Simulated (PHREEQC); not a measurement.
Dissolve 99 mmol/kgw NH4BF4 at 25 °C. Closed to the air; pH follows from the charge balance.

Equilibrium calculation in PHREEQC: ion-association model, phreeqc.dat.

Each row changes one thing in this solution. This is a speciation only: nothing precipitates in the calculation.

| case | pH | ionic strength (mol/kgw) |
|---|---|---|
| as made | 2.72 | 0.101 |
| NH4BF4 replaced by HBF4 at the same molality | 1.10 | 0.0962 |
| NH4BF4 replaced by NH4Cl at the same molality | 5.24 | 0.0990 |
| NH4BF4 from 0.099 to 0.198 mol/kgw | 2.63 | 0.201 |
| NH4BF4 from 0.099 to 0.149 mol/kgw | 2.66 | 0.152 |
| diluted 2-fold with water | 2.80 | 0.0514 |
| NH4BF4 replaced by (NH4)2SO4 at the same molality | 5.39 | 0.229 |

Real BF4- forms and hydrolyses slowly; the run takes it at equilibrium.
